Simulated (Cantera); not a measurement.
Cantera run:

```python
import numpy as np
import cantera as ct

gas_names = [...]  # 110 gases of nasa_gas.yaml made of C, H, O
cond_names = """
    C(gr) C6H6(L) C7H8(L) C8H18(L),n-octa H2O(s) H2O(L)
""".split()


# ... load() reads the species with a 1 bar reference pressure and builds the phases ...
atoms = {
    'C3H6': {'C': 3, 'H': 6},
    'CO2': {'C': 1, 'O': 2},
}
top_T = {'C(gr)': 4500}  # K; cautious upper limits of use, not melting points


# ... equilibrate(T, P, feed) seeds the gas with the atoms and calls Mixture.equilibrate('TP', solver="vcs", rtol=1e-11, max_steps=5000) ...
results = []
feed = {'C3H6': 1, 'CO2': 1.8}  # mol
P = 1000  # Pa
for T in [848, 898, 948, 998, 1048, 1098, 1148, 1198, 1248, 1298, 1348]:
    mix = equilibrate(T, P, feed)
    results.append((T, P, feed, dict(zip(mix.species_names, mix.species_moles))))

top = {s: max(r[3][s] / sum(r[3][g] for g in gas_names) for r in results) for s in gas_names}
cols = sorted((s for s in top if top[s] > 0.0001), key=lambda s: -top[s])[:6]
seen = [c for c in cond_names if any(r[3].get(c, 0) > 1e-12 for r in results)]
print("log10 of partial pressures in bar; condensed amounts in mol")
print(f"{'T/K':>10s}" + "".join(f"{s[:9]:>10s}" for s in cols + seen))
for T, P, feed, n in results:
    ng = sum(n[g] for g in gas_names)
    print(f"{T:10.4g}" + "".join(f"{np.log10(max(n[s] / ng * P / 1e5, 1e-99)):10.3f}" for s in cols)
          + "".join(f"{n.get(c, 0):10.4g}" for c in seen))
```

Output:

```
log10 of partial pressures in bar; condensed amounts in mol
       T/K        CO        H2       CO2       H2O       CH4     C(gr)
       848    -2.331    -2.331    -3.304    -3.794    -4.856     1.598
       898    -2.284    -2.340    -3.799    -4.221    -5.174     1.337
       948    -2.270    -2.342    -4.296    -4.626    -5.449     1.246
       998    -2.266    -2.342    -4.759    -4.997    -5.696     1.217
      1048    -2.264    -2.343    -5.182    -5.335    -5.919     1.207
      1098    -2.264    -2.343    -5.567    -5.643    -6.122     1.203
      1148    -2.263    -2.343    -5.917    -5.924    -6.309     1.201
      1198    -2.263    -2.342    -6.238    -6.182    -6.480     1.201
      1248    -2.263    -2.342    -6.532    -6.419    -6.638       1.2
      1298    -2.263    -2.342    -6.802    -6.637    -6.784       1.2
      1348    -2.263    -2.342    -7.052    -6.840    -6.919       1.2
```

Cantera equilibrium calculation (NASA polynomials, part measured and part estimated; ideal gas, pure solids and liquids).
